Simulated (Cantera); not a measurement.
A closed system holds: 1 mol Si, 0.68 mol Cl₂, 5.4 mol H₂, equilibrated at 775 K and 19.0 bar.

Equilibrium computed with Cantera from the NASA thermochemical tables; the gas is ideal and each condensed phase is pure. Candidate condensed phases: Si; 19 gas species. Equilibrium is a limit: real reactors are often held back by kinetics, nucleation or transport.

Base state: H₂ 0.925, SiHCl₃ 0.0438, SiCl₄ 0.0240, SiH₂Cl₂ 0.00618, HCl 0.000328, SiH₃Cl 0.000198 (mole fractions); condensed: Si(s).

Task: What changes in the equilibrium state with this change: Si replaced by SiCl₄?

Result: 
| species | before | after |
|---|---|---|
| H₂ | 0.925 | 0.666 |
| HCl | 0.000328 | 0.192 |
| SiCl₄ | 0.0240 | 0.141 |
| SiHCl₃ | 0.0438 | 0.000316 |
| SiH₃Cl | 0.000198 | <1e-9 |
| SiH₂Cl₂ | 0.00618 | 5.46e-8 |
| Si(s), mol | 0.580 | 0 |
